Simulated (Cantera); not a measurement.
An isothermal, constant-pressure homogeneous reactor starts with NO : N₂ = 1 : 0.42 (molar parts), at 2050 K and 20.0 Torr. Integrator tolerance rtol = 1e-08.

Computed with Cantera and GRI-Mech 3.0 (53 species, 325 reactions). Radical loss at walls, strong at low pressure, is not modelled.

Problem. What does this change do: temperature 2050 to 2098 K?

Solution. 
```
quantity                                           before                                    after
----------------  ---------------------------------------  ---------------------------------------
x(NO) at 2.00 s      0.467 (gas-phase equilibrium 0.0102)     0.329 (gas-phase equilibrium 0.0115)
x(O) at 2.00 s    0.00220 (gas-phase equilibrium 0.00352)  0.00375 (gas-phase equilibrium 0.00495)
x(O₂) at 2.00 s       0.117 (gas-phase equilibrium 0.345)      0.185 (gas-phase equilibrium 0.343)
x(NO₂) at 2.00 s  8.79e-5 (gas-phase equilibrium 3.37e-6)  7.31e-5 (gas-phase equilibrium 3.52e-6)
x(N₂O) at 2.00 s  6.09e-5 (gas-phase equilibrium 8.39e-8)  2.68e-5 (gas-phase equilibrium 9.42e-8)
x(N₂) at 2.00 s       0.413 (gas-phase equilibrium 0.642)      0.482 (gas-phase equilibrium 0.641)
```

Problem. What does this change do: pressure from 20.0 Torr to 750 Torr?

Solution. 
```
quantity                                           before                                      after
----------------  ---------------------------------------  -----------------------------------------
x(NO) at 2.00 s      0.467 (gas-phase equilibrium 0.0102)      0.0268 (gas-phase equilibrium 0.0102)
x(O) at 2.00 s    0.00220 (gas-phase equilibrium 0.00352)  0.000570 (gas-phase equilibrium 0.000576)
x(O₂) at 2.00 s       0.117 (gas-phase equilibrium 0.345)        0.338 (gas-phase equilibrium 0.347)
x(NO₂) at 2.00 s  8.79e-5 (gas-phase equilibrium 3.37e-6)    5.40e-5 (gas-phase equilibrium 2.08e-5)
x(N₂O) at 2.00 s  6.09e-5 (gas-phase equilibrium 8.39e-8)    7.63e-7 (gas-phase equilibrium 5.16e-7)
x(N₂) at 2.00 s       0.413 (gas-phase equilibrium 0.642)        0.634 (gas-phase equilibrium 0.643)
```

Problem. What does this change do: pressure from 20.0 Torr to 63.8 Torr?

Solution. 
```csv
quantity,before,after
x(NO) at 2.00 s,0.467 (gas-phase equilibrium 0.0102),0.270 (gas-phase equilibrium 0.0102)
x(O) at 2.00 s,0.00220 (gas-phase equilibrium 0.00352),0.00159 (gas-phase equilibrium 0.00197)
x(O₂) at 2.00 s,0.117 (gas-phase equilibrium 0.345),0.216 (gas-phase equilibrium 0.346)
x(NO₂) at 2.00 s,8.79e-5 (gas-phase equilibrium 3.37e-6),0.000126 (gas-phase equilibrium 6.04e-6)
x(N₂O) at 2.00 s,6.09e-5 (gas-phase equilibrium 8.39e-8),2.32e-5 (gas-phase equilibrium 1.50e-7)
x(N₂) at 2.00 s,0.413 (gas-phase equilibrium 0.642),0.512 (gas-phase equilibrium 0.642)
```
